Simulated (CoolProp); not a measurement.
Values from CoolProp's reference Helmholtz-energy equation of state, Setzmann 1991.

Task: For methane, give the phase and the speed of sound (m/s), Joule-Thomson coefficient (K/MPa), viscosity (µPa s), Prandtl number at 174.1 K and 0.242 MPa.

Result: 
- 174.1 K and 0.242 MPa: gas; speed of sound 342, Joule-Thomson coefficient 12.0, viscosity 6.89, Prandtl number 0.781

Viscosity comes from a separate model (Quiñones-Cisneros 2006). Thermal conductivity comes from a separate model (Friend 1989).
